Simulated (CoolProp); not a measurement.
A single-stage vapour-compression cycle with the fluid: evaporating at 244.15 K (dew point), condensing at 271.15 K (bubble point), superheat 0 K, subcooling 2 K, compressor efficiency 0.75, no pressure losses. The same conditions are run with several fluids, on thermodynamics alone (safety and materials aside).

Values from CoolProp's reference Helmholtz-energy equation of state of each fluid (vinyl chloride: Thol 2022; ethylene: Smukala 2000; ethane: Bücker 2006; R134a: Tillner-Roth 1994; hydrogen chloride: Thol 2018; ammonia: Gao 2020).

```tsv
fluid	cooling COP	pressure ratio	discharge temperature (K)	refrigerating effect (kJ/kg)	volumetric capacity (kJ/m³)
vinyl chloride	6.27	3.09	310.4	330	539
ethylene	4.69	(withheld)	293.9	237	8910
ethane	5.52	2.07	(withheld)	309	6120
R134a	6.19	(withheld)	286.6	(withheld)	862
hydrogen chloride	5.76	(withheld)	316.9	322	(withheld)
ammonia	(withheld)	(withheld)	341.4	1240	1350
```

Problem. Fill in the missing entries.

Solution. 
- ethylene, pressure ratio: 1.97
- ethane, discharge temperature (K): 290.2
- R134a, pressure ratio: 3.08
- R134a, refrigerating effect (kJ/kg): 186
- hydrogen chloride, pressure ratio: 2.21
- hydrogen chloride, volumetric capacity (kJ/m³): 7540
- ammonia, cooling COP: 6.09
- ammonia, pressure ratio: 3.18
